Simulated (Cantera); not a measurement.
Feed: 1 mol B₂H₆, a varied amount of O₂, 55 mol N₂, at 2102 °C and 22000 Pa.

Cantera equilibrium calculation (NASA polynomials, part measured and part estimated; ideal gas, pure solids and liquids). Candidate condensed phases: B, BN, B₂O₃, B₃O₃H₃, H₂O; 39 gas species. The feed counts by its element totals alone. The tables' values for BH₂ are old estimates; treat these amounts as uncertain. Kinetics and transport are ignored.

### Question
At 0.75 mol O₂, list the 4 most abundant gas species with their mole fractions, and the condensed phases.

### Answer
N₂ 0.927, H₂ 0.0436, BO 0.0121, HBO 0.00795. Condensed: BN(s).
